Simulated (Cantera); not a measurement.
Charge: 1 mol Si, 0.16 mol H2O, 620 mol H2, held at 877 °C and 5.10 bar.

Method: chemical equilibrium by Gibbs-energy minimisation in Cantera with the NASA 1993 tables (ideal gas, pure condensed phases). Candidate condensed phases: H2O, Si, SiO2; 18 gas species. Mutual solubility and eutectic melting of coexisting phases are not modelled. The tables hold silica as quartz up to 1696 K and as liquid above; real silica turns to tridymite and cristobalite and melts near 1996 K. Rates play no part.

Base state: H2 1.000 (mole fractions); condensed: Si(s) + SiO2(β-quartz).

### Question
What changes in the equilibrium state with this change: Si replaced by Si3N4?

### Answer
```json
[
 {"species": "H2", "before": "1.000", "after": "1.000"},
 {"species": "N2", "before": "0", "after": "8.04e-5"},
 {"species": "NH3", "before": "0", "after": "1.12e-5"},
 {"species": "Si(s), mol", "before": "0.918", "after": "0"},
 {"species": "SiO2(β-quartz), mol", "before": "0.0800", "after": "0"},
 {"species": "Si2N2O(s), mol", "before": "0", "after": "0.160"},
 {"species": "Si3N4(s), mol", "before": "0", "after": "0.893"}
]
```
Further candidate phases: Si2N2O, Si3N4.

### Question
What changes in the equilibrium state with this change: Si replaced by SiC?

### Answer
| species | before | after |
|---|---|---|
| H2 | 1.000 | 1.000 |
| CH4 | 0 | 0.000146 |
| Si(s), mol | 0.918 | 0.00886 |
| SiO2(β-quartz), mol | 0.0800 | 0.0800 |
| SiC(s), mol | 0 | 0.909 |
Further candidate phases: C, C6H6, C7H8, C8H18, SiC.

### Question
What changes in the equilibrium state with this change: pressure from 5.10 bar to 16.0 Pa?

### Answer
```csv
species,before,after
H2,1.000,1.000
SiO,2.34e-8,0.000258
"Si(s), mol",0.918,0.840
"SiO2(β-quartz), mol",0.0800,0
```
